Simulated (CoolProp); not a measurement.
Vapour-liquid equilibrium of benzene (1) + toluene (2) at 515.8 K; x and y are mole fractions of (1).

Computed with CoolProp (multi-fluid Helmholtz-energy mixture model, Thol 2012 and Lemmon 2006; pair parameters Bell 2016).

| x | bubble pressure (kPa) | y at the bubble point | dew pressure at overall composition x (kPa) | liquid density (mol/L) |
|---|---|---|---|---|
| 0.05 | 1553 | 0.072 | 1537 | 6.688 |
| 0.15 | 1661 | 0.206 | 1614 | 6.763 |
| 0.25 | 1772 | 0.328 | 1699 | 6.838 |
| 0.35 | 1885 | 0.440 | 1793 | 6.913 |
| 0.45 | 2002 | 0.543 | 1896 | 6.989 |
| 0.55 | 2122 | 0.639 | 2010 | 7.064 |
| 0.65 | 2245 | 0.728 | 2137 | 7.138 |
| 0.75 | 2371 | 0.811 | 2278 | 7.212 |
| 0.85 | 2501 | 0.890 | 2435 | 7.284 |
| 0.95 | 2635 | 0.964 | 2609 | 7.354 |

No azeotrope shows between x = 0.05 and 0.95.

Pair parameters are fitted to limited data, so mixtures are less certain than the pure fluids.
